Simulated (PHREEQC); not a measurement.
Dissolve 0.015 mol/kgw CuSO4, 3.2e-05 mol/kgw HBF4 and 0.0021 mol/kgw FeCl3 at 20 °C. Closed to the air; pH follows from the charge balance.

All values are PHREEQC results (ion-association model, phreeqc.dat), not measurements.

This is a speciation only: nothing precipitates in the calculation.

Order these Cu species by the share of Cu that they hold, largest first: CuCl+, Cu+2, CuSO4.

Cu+2 (70 %), CuSO4 (29 %), CuCl+ (0.46 %)

The pH is 3.27 and the ionic strength 0.0451 mol/kgw. Examples of supersaturated solids here: Fe(OH)3(a), Hematite (slow to form). Others may be too. Real BF4- forms and hydrolyses slowly; the run takes it at equilibrium. Fluoro complexes past AlF4- and FeF3 are missing from the database.
